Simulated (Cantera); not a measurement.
A perfectly stirred reactor is fed with H2 : O2 : N2 = 0.0082 : 1 : 0.57 (molar parts), equivalence ratio 0.0041, at 0.0267 bar; it is held at 1000 K, and followed from long to short residence time.

Cantera simulation using the H2/O2 subset of GRI-Mech 3.0, which has no nitrogen chemistry; the numbers are that mechanism's predictions, not measurements. Radical loss at walls, strong at low pressure, is not modelled.

Predict: x(H2) at τ = 28.0 s; x(O2) at τ = 28.0 s; x(HO2) at τ = 28.0 s; x(H2O) at τ = 28.0 s; x(O) at τ = 28.0 s; x(H2) at τ = 0.250 s; x(O2) at τ = 0.250 s; x(HO2) at τ = 0.250 s; x(H2O) at τ = 0.250 s; x(O) at τ = 0.250 s.


* **x(H2) at τ = 28.0 s**: 1.75e-5
* **x(O2) at τ = 28.0 s**: 0.633
* **x(HO2) at τ = 28.0 s**: 2.45e-7
* **x(H2O) at τ = 28.0 s**: 0.00518
* **x(O) at τ = 28.0 s**: 3.80e-5
* **x(H2) at τ = 0.250 s**: 0.000230
* **x(O2) at τ = 0.250 s**: 0.632
* **x(HO2) at τ = 0.250 s**: 1.68e-6
* **x(H2O) at τ = 0.250 s**: 0.00490
* **x(O) at τ = 0.250 s**: 0.000547
